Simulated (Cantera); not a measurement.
Cantera run, input and output.

```python
import numpy as np
import cantera as ct

gas = ct.Solution("gri30.yaml")
gas.TPX = 1873, 500000, {'CH4': 1, 'CO2': 0.31, 'H2': 0.61}
reactor = ct.IdealGasConstPressureReactor(gas, energy="off", clone=False)
net = ct.ReactorNet([reactor])
net.rtol, net.atol = 1e-08, 1e-18
show = ['CH4', 'CO2', 'H2', 'H', 'CH2CO', 'HCO', 'CH3']
times = np.geomspace(1e-05, 8, 14)

steps = ct.SolutionArray(gas, extra=["t"])
rows = []
print(f"{'t/s':>10s}{'T/K':>9s}{'P/Pa':>11s}" + "".join(f"{s:>11s}" for s in show))
for t in times:
    while net.time < t:
        t_next = net.step()
        steps.append(gas.state, t=t_next)
    rows.append([np.interp(t, steps.t, y) for y in (steps.T, steps.P, *steps(*show).X.T)])
    print(f"{t:10.3e}{rows[-1][0]:9.1f}{rows[-1][1]:11.4g}" + "".join(f"{x:11.3e}" for x in rows[-1][2:]))
rate = np.gradient(steps.T, steps.t)
print("integrator steps:", len(steps.t))
if steps.T.max() > steps.T[0] + 200:
    print(f"time of steepest temperature rise: {steps.t[rate.argmax()]:.4e} s")
gas.TPX = 1873, 500000, {'CH4': 1, 'CO2': 0.31, 'H2': 0.61}
gas.equilibrate("TP")
print(f"equilibrium (TP): T = {gas.T:.1f} K  " + "  ".join(f"{s} {gas[s].X[0]:.3e}" for s in show))
```

Output:

```
       t/s      T/K       P/Pa        CH4        CO2         H2          H      CH2CO        HCO        CH3
 1.000e-05   1873.0      5e+05  5.098e-01  1.604e-01  3.224e-01  9.809e-05  1.551e-08  3.221e-08  2.920e-03
 2.845e-05   1873.0      5e+05  4.870e-01  1.571e-01  3.362e-01  1.194e-04  2.110e-07  5.763e-08  3.272e-03
 8.094e-05   1873.0      5e+05  4.273e-01  1.464e-01  3.761e-01  1.328e-04  1.569e-06  5.190e-08  2.888e-03
 2.303e-04   1873.0      5e+05  3.173e-01  1.206e-01  4.503e-01  1.554e-04  6.895e-06  4.065e-08  2.134e-03
 6.551e-04   1873.0      5e+05  1.881e-01  7.522e-02  5.228e-01  1.824e-04  1.843e-05  3.979e-08  1.297e-03
 1.864e-03   1873.0      5e+05  8.959e-02  2.303e-02  5.614e-01  2.053e-04  3.241e-05  5.497e-08  6.519e-04
 5.303e-03   1873.0      5e+05  4.468e-02  4.861e-03  5.920e-01  2.227e-04  3.287e-05  6.753e-08  3.359e-04
 1.509e-02   1873.0      5e+05  3.519e-02  3.669e-03  6.190e-01  2.301e-04  2.248e-05  7.963e-08  2.616e-04
 4.292e-02   1873.0      5e+05  3.202e-02  2.066e-03  6.485e-01  2.347e-04  1.033e-05  9.715e-08  2.318e-04
 1.221e-01   1873.0      5e+05  2.950e-02  4.474e-04  6.710e-01  2.383e-04  3.211e-06  1.114e-07  2.096e-04
 3.474e-01   1873.0      5e+05  2.886e-02  7.889e-06  6.764e-01  2.391e-04  1.763e-06  1.149e-07  2.041e-04
 9.884e-01   1873.0      5e+05  2.885e-02  4.543e-07  6.765e-01  2.391e-04  1.740e-06  1.150e-07  2.040e-04
 2.812e+00   1873.0      5e+05  2.885e-02  4.543e-07  6.765e-01  2.391e-04  1.740e-06  1.150e-07  2.040e-04
 8.000e+00   1873.0      5e+05  2.885e-02  4.543e-07  6.765e-01  2.391e-04  1.740e-06  1.150e-07  2.040e-04
integrator steps: 1433
equilibrium (TP): T = 1873.0 K  CH4 2.885e-02  CO2 4.586e-07  H2 6.765e-01  H 2.391e-04  CH2CO 1.742e-06  HCO 1.150e-07  CH3 2.040e-04
```

Cantera simulation using GRI-Mech 3.0 (53 species, 325 reactions); the numbers are that mechanism's predictions, not measurements. GRI-Mech 3.0 stops at C3 and has no aromatics, soot or wall deposition, so with more carbon than oxygen in the feed, carbon stays in small species such as C2H2 where larger ones or solid carbon would form.
